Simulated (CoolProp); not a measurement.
Vapour-liquid equilibrium of R22 (1) + R142b (2) at 76 kPa; x and y are mole fractions of (1).

Model: multi-fluid Helmholtz-energy mixture model, Kamei 1995 and Lemmon 2006; pair parameters Bell 2016, in CoolProp.

```json
[
 {"x": "0.05", "bubble temperature, mixture model (°C)": "-18.9", "bubble temperature, Raoult's law (°C)": "-19.0", "y, mixture model": "[?]", "y, Raoult's law": "0.168"},
 {"x": "0.2", "bubble temperature, mixture model (°C)": "-25.8", "bubble temperature, Raoult's law (°C)": "-26.4", "y, mixture model": "0.476", "y, Raoult's law": "0.500"},
 {"x": "0.35", "bubble temperature, mixture model (°C)": "-31.1", "bubble temperature, Raoult's law (°C)": "-32.0", "y, mixture model": "[?]", "y, Raoult's law": "0.692"},
 {"x": "0.5", "bubble temperature, mixture model (°C)": "[?]", "bubble temperature, Raoult's law (°C)": "-36.5", "y, mixture model": "0.796", "y, Raoult's law": "0.811"},
 {"x": "0.65", "bubble temperature, mixture model (°C)": "-39.5", "bubble temperature, Raoult's law (°C)": "-40.2", "y, mixture model": "0.886", "y, Raoult's law": "0.892"},
 {"x": "0.8", "bubble temperature, mixture model (°C)": "[?]", "bubble temperature, Raoult's law (°C)": "-43.3", "y, mixture model": "0.948", "y, Raoult's law": "0.948"},
 {"x": "0.95", "bubble temperature, mixture model (°C)": "-45.9", "bubble temperature, Raoult's law (°C)": "-46.0", "y, mixture model": "[?]", "y, Raoult's law": "0.989"}
]
```

Problem. What belongs in the gaps?

Solution. 
- 0.05, y, mixture model: 0.158
- 0.35, y, mixture model: 0.668
- 0.5, bubble temperature, mixture model (°C): -35.6
- 0.8, bubble temperature, mixture model (°C): -42.9
- 0.95, y, mixture model: 0.990

The largest gap from Raoult's law is +0.9 K in bubble temperature, at x = 0.5. No azeotrope shows between x = 0.05 and 0.95.

Pair parameters are fitted to limited data, so mixtures are less certain than the pure fluids.
